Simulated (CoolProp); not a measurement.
The numbers come from the reference Helmholtz-energy equation of state, Thol 2016 in CoolProp.

Q: Give the vapour pressure (bar), liquid density (kg/m³), enthalpy of vaporisation (kJ/kg), liquid cp (kJ/(kg K)) of saturated hexamethyldisiloxane (MM) at 111.45, 150.85 °C.

A: 
| T (°C) | p (bar) | liquid density (kg/m³) | enthalpy of vaporisation (kJ/kg) | liquid cp (kJ/(kg K)) |
|---|---|---|---|---|
| 111.45 | 1.38 | 661 | 187 | 2.15 |
| 150.85 | 3.57 | 608 | 163 | 2.29 |
